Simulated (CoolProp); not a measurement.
Vapour-liquid equilibrium of toluene (1) + o-xylene (2) at 194.65 °C; x and y are mole fractions of (1).

The numbers come from the multi-fluid Helmholtz-energy mixture model, Lemmon 2006 and Zhou 2012; pair parameters Bell 2016 in CoolProp.

Q: Give the bubble pressure and the first vapour's composition at x = 0.05, 0.35, 0.5. Is there an azeotrope?

A: x = 0.05: 0.3417 MPa, y = 0.090; x = 0.35: 0.4454 MPa, y = 0.507; x = 0.5: 0.4994 MPa, y = 0.656. No azeotrope shows between x = 0.05 and 0.95.

Pair parameters are fitted to limited data, so mixtures are less certain than the pure fluids.
